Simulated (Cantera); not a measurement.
# Thermodynamics of sublimation and decomposition of ceramics, feed SiC + Si + N2

Charge: 1 mol SiC, 0.036 mol Si, 2.3 mol N2, equilibrated at 1.50 bar.

Equilibrium computed with Cantera from the NASA thermochemical tables; the gas is ideal and each condensed phase is pure. Candidate condensed phases: C, Si, SiC, Si3N4; 20 gas species. Mutual solubility and eutectic melting of coexisting phases are not modelled. The tables' values for SiN are old estimates; treat these amounts as uncertain. Equilibrium is a limit: real reactors are often held back by kinetics, nucleation or transport.

```tsv
T (K)	log p N2	log p Si	log p SiN	log p Si2C	log p Si2N	log p Si2	n SiC(s)	n Si3N4(s)	n Si(l)
2150	0.18	-3.76	-4.40	-5.07	-4.45	-5.71	1.000	0.0118	0
2175	0.18	-3.57	-4.23	-4.84	-4.21	-5.42	1.000	0.0118	0
2200	0.18	-3.43	-4.12	-4.66	-4.07	-5.23	1.000	0	0.0350
2225	0.18	-3.33	-4.03	-4.52	-4.00	-5.10	1.000	0	0.0348
2250	0.18	-3.23	-3.95	-4.39	-3.93	-4.98	1.000	0	0.0345
2275	0.18	-3.13	-3.87	-4.25	-3.86	-4.86	1.000	0	0.0341
2300	0.18	-3.03	-3.80	-4.12	-3.79	-4.75	1.000	0	0.0336
2325	0.18	-2.94	-3.72	-3.99	-3.72	-4.63	1.000	0	0.0331
2350	0.18	-2.84	-3.65	-3.87	-3.65	-4.52	1.000	0	0.0325
2375	0.18	-2.75	-3.57	-3.74	-3.59	-4.41	1.000	0	0.0317
2400	0.18	-2.66	-3.50	-3.62	-3.53	-4.30	1.000	0	0.0307
2425	0.17	-2.57	-3.43	-3.51	-3.46	-4.20	0.999	0	0.0296
2450	0.17	-2.49	-3.37	-3.39	-3.40	-4.10	0.999	0	0.0283
```
log p: log10 of the partial pressure in bar; n: condensed amount in mol.

From 2150 K to 2175 K the condensed part is SiC(s) + Si3N4(s). From 2200 K to 2450 K the condensed part is Si(l) + SiC(s). The main Si-bearing gas is Si throughout.
